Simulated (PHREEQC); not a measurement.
Solution (20 °C): 0.0018 mol/kgw Cu(BF4)2, 0.00032 mol/kgw H2SO4 and 4.3e-05 mol/kgw FeCl3. Closed to the air; pH follows from the charge balance.

The numbers come from PHREEQC with the ion-association model, phreeqc.dat.

```
Quantity                    Value
----------------  ---------------
pH                           2.88
ionic strength    0.00688 mol/kgw
total alkalinity     -11.5 meq/kg
```

| species | molality | activity | log γ |
|---|---|---|---|
| HF | 0.00263 | 0.00264 | 0.001 |
| BF4- | 0.00222 | 0.00204 | -0.038 |
| Cu+2 | 0.00172 | 0.00123 | -0.144 |
| F- | 0.00160 | 0.00147 | -0.038 |
| H+ | 0.00141 | 0.00131 | -0.034 |
| H3BO3 | 0.000972 | 0.000973 | 0.001 |
| BF3OH- | 0.000282 | 0.000259 | -0.038 |

Precipitation was switched off in this run. Saturation is exceeded, for instance for Hematite (slow to form); the values hold only as long as no solid forms. Real BF4- forms and hydrolyses slowly; the run takes it at equilibrium. Fluoro complexes past AlF4- and FeF3 are missing from the database.
